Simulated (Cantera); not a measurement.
Feed: 1 mol Al, 0.093 mol CO₂, 230 mol N₂, equilibrated at 2.60 mbar.

These are equilibrium values from Cantera (NASA tables, ideal gas, pure condensed phases), not measurements of a reactor. Candidate condensed phases: Al, AlN, Al₂O₃, C; 32 gas species. Mutual solubility and eutectic melting of coexisting phases are not modelled. Equilibrium is a limit: real reactors are often held back by kinetics, nucleation or transport.

Task: Which condensed phases are stable at each of these points (T (°C)): 677, 752, 827, 902, 977, 1052, 1127?

Result: 
| T (°C) | condensed phases | Al condensed (%) |
|---|---|---|
| 677 | AlN(s) + Al₂O₃(s) + C(graphite) | 100.0 |
| 752 | AlN(s) + Al₂O₃(s) + C(graphite) | 100.0 |
| 827 | AlN(s) + Al₂O₃(s) | 100.0 |
| 902 | AlN(s) + Al₂O₃(s) | 100.0 |
| 977 | AlN(s) + Al₂O₃(s) | 100.0 |
| 1052 | AlN(s) + Al₂O₃(s) | 100.0 |
| 1127 | AlN(s) + Al₂O₃(s) | 100.0 |

From 677 °C to 752 °C the condensed part is AlN(s) + Al₂O₃(s) + C(graphite). From 827 °C to 1127 °C the condensed part is AlN(s) + Al₂O₃(s).
